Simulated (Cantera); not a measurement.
A closed system holds: 1 mol CaO, 2.6 mol F₂, held at 1000 Pa.

Equilibrium computed with Cantera from the NASA thermochemical tables; the gas is ideal and each condensed phase is pure. Candidate condensed phases: Ca, CaF₂, CaO; 13 gas species. Equilibrium is a limit: real reactors are often held back by kinetics, nucleation or transport.

Which condensed phases are stable at each of these points (T (°C)): 1075, 1150, 1225, 1300, 1375, 1450, 1525, 1600?


```json
[
 {"T (°C)": "1075", "condensed phases": "CaF₂(s)", "Ca condensed (%)": "100.0"},
 {"T (°C)": "1150", "condensed phases": "CaF₂(s)", "Ca condensed (%)": "100.0"},
 {"T (°C)": "1225", "condensed phases": "CaF₂(s)", "Ca condensed (%)": "99.9"},
 {"T (°C)": "1300", "condensed phases": "CaF₂(s)", "Ca condensed (%)": "99.6"},
 {"T (°C)": "1375", "condensed phases": "CaF₂(s)", "Ca condensed (%)": "98.6"},
 {"T (°C)": "1450", "condensed phases": "CaF₂(l)", "Ca condensed (%)": "95.5"},
 {"T (°C)": "1525", "condensed phases": "CaF₂(l)", "Ca condensed (%)": "87.1"},
 {"T (°C)": "1600", "condensed phases": "CaF₂(l)", "Ca condensed (%)": "65.1"}
]
```

From 1075 °C to 1375 °C the condensed part is CaF₂(s). From 1450 °C to 1600 °C the condensed part is CaF₂(l).
